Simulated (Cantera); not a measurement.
A perfectly stirred reactor is fed with CO : O2 : H2O : N2 = 0.0084 : 0.053 : 0.0035 : 1 (molar parts), at 3.16 atm; it is held at 1473 K, and followed from long to short residence time.

Detailed kinetics in Cantera: GRI-Mech 3.0 (53 species, 325 reactions).

Problem. What does this change do: H2O 0.0035 to 0.0016 parts?

Solution. 
```csv
quantity,before,after
x(CO) at τ = 5.10 s,1.25e-5,1.60e-5
x(O2) at τ = 5.10 s,0.0460,0.0461
x(H2O) at τ = 5.10 s,0.00329,0.00151
x(NO) at τ = 5.10 s,2.44e-6,4.30e-6
x(H) at τ = 5.10 s,1.16e-8,1.23e-8
x(CO) at τ = 35.0 ms,0.000405,0.000527
x(O2) at τ = 35.0 ms,0.0462,0.0463
x(H2O) at τ = 35.0 ms,0.00327,0.00149
x(NO) at τ = 35.0 ms,2.81e-6,4.41e-6
x(H) at τ = 35.0 ms,1.10e-6,1.10e-6
```
